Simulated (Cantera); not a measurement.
A Cantera script and its output.

```python
import numpy as np
import cantera as ct

gas = ct.Solution("SiF4_NH3_mec.yaml", "gas")
gas.TPX = 1823, 13332, {'NH3': 1, 'N2': 4, 'H2': 0.039}
inlet = ct.Reservoir(gas, clone=True)

reactor = ct.IdealGasConstPressureReactor(gas, energy="off", clone=False)
exhaust = ct.Reservoir(gas, clone=True)
tau = [11, 3.7, 1.3, 0.47, 0.17, 0.059, 0.021, 0.0075][0]
for a, b in ((inlet, reactor), (reactor, exhaust)):
    ct.MassFlowController(a, b, mdot=lambda t: reactor.mass / tau)
net = ct.ReactorNet([reactor])
show = ['NH3', 'NH2', 'H2', 'N2H2', 'NH', 'H']

rows = []
print(f"{'tau/s':>10s}{'T/K':>9s}" + "".join(f"{s:>11s}" for s in show))
for tau in [11, 3.7, 1.3, 0.47, 0.17, 0.059, 0.021, 0.0075]:
    net.initial_time = 0.0
    net.advance(30 * tau)
    before = gas.X
    net.advance(40 * tau)
    drift = np.max(np.abs(gas.X - before) / (gas.X + 1e-9))
    rows.append([gas.T, *gas[show].X, drift])
    print(f"{tau:10.3e}{gas.T:9.1f}" + "".join(f"{x:11.3e}" for x in gas[show].X))
```

It prints:

```
     tau/s      T/K        NH3        NH2         H2       N2H2         NH          H
 1.100e+01   1823.0  2.845e-02  5.480e-05  2.193e-01  5.957e-08  1.741e-06  1.563e-04
 3.700e+00   1823.0  6.071e-02  9.446e-05  1.791e-01  1.538e-07  2.361e-06  1.032e-04
 1.300e+00   1823.0  1.057e-01  1.418e-04  1.230e-01  3.129e-07  2.894e-06  6.122e-05
 4.700e-01   1823.0  1.485e-01  1.850e-04  6.971e-02  4.889e-07  3.142e-06  3.237e-05
 1.700e-01   1823.0  1.765e-01  2.178e-04  3.486e-02  6.129e-07  3.022e-06  1.619e-05
 5.900e-02   1823.0  1.903e-01  2.384e-04  1.767e-02  6.577e-07  2.651e-06  8.482e-06
 2.100e-02   1823.0  1.956e-01  2.401e-04  1.109e-02  6.156e-07  2.248e-06  5.317e-06
 7.500e-03   1823.0  1.975e-01  2.138e-04  8.700e-03  4.598e-07  1.744e-06  3.716e-06
```

Cantera simulation using the gas-phase N/H chemistry of the illustrative SiF4/NH3 mechanism in the Surface Chemkin manual (1991); the numbers are that mechanism's predictions, not measurements. Walls and surfaces, which speed up NH3 decomposition in real reactors, are not modelled.
